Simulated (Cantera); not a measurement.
An isothermal plug-flow reactor at 925 K and 750 Torr (inlet), inlet velocity 0.74 m/s, active area per volume 400 1/m; feed CH4 : O2 : N2 = 0.0044 : 0.045 : 0.79 (molar parts).

Cantera simulation using Deutschmann's 1995 Pt surface mechanism with GRI-Mech 3.0 gas chemistry; the numbers are that mechanism's predictions, not measurements. Catalytic surfaces can have several steady states; this one follows from the mechanism file's or the stated starting coverage. Mass transfer to the wall is taken as infinitely fast.

Predict: x(CH4) at z = 0.005 m; x(O2) at z = 0.005 m; x(H2O) at z = 0.005 m; x(CO2) at z = 0.005 m; x(CO) at z = 0.005 m; θ(free Pt) at the exit; θ(O*) at the exit.


- x(CH4) at z = 0.005 m: 0.00476
- x(O2) at z = 0.005 m: 0.0526
- x(H2O) at z = 0.005 m: 0.000966
- x(CO2) at z = 0.005 m: 0.000481
- x(CO) at z = 0.005 m: 1.71e-6
- θ(free Pt) at the exit: 0.151
- θ(O*) at the exit: 0.848
